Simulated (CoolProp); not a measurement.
Vapour-liquid equilibrium of R227EA (1) + isobutane (2) at 0.445 MPa; x and y are mole fractions of (1).

Values from CoolProp's multi-fluid Helmholtz-energy mixture model, Lemmon 2016 and Bücker 2006; pair parameters Bell 2016.

```
x     bubble temperature, mixture model (°C)  bubble temperature, Raoult's law (°C)  y, mixture model  y, Raoult's law
----  --------------------------------------  -------------------------------------  ----------------  ---------------
0.05                                    28.0                                   32.9             0.165            0.065
0.15                                    22.0                                   31.8             0.343            0.188
0.25                                    19.2                                   30.7             0.431            0.303
0.35                                    17.9                                   29.8             0.485            0.413
0.45                                    17.2                                   28.8             0.525            0.516
0.55                                    17.0                                   27.9             0.564            0.614
0.65                                    17.1                                   27.1             0.609            0.707
0.75                                    17.7                                   26.2             0.669            0.796
0.85                                    19.2                                   25.4             0.757            0.880
0.95                                    22.1                                   24.7             0.898            0.961
```

The largest gap from Raoult's law is -11.9 K in bubble temperature, at x = 0.35. y crosses x between x = 0.55 and 0.65: the model has an azeotrope there.

The pair parameters rest on a limited set of measurements; away from them the model extrapolates.
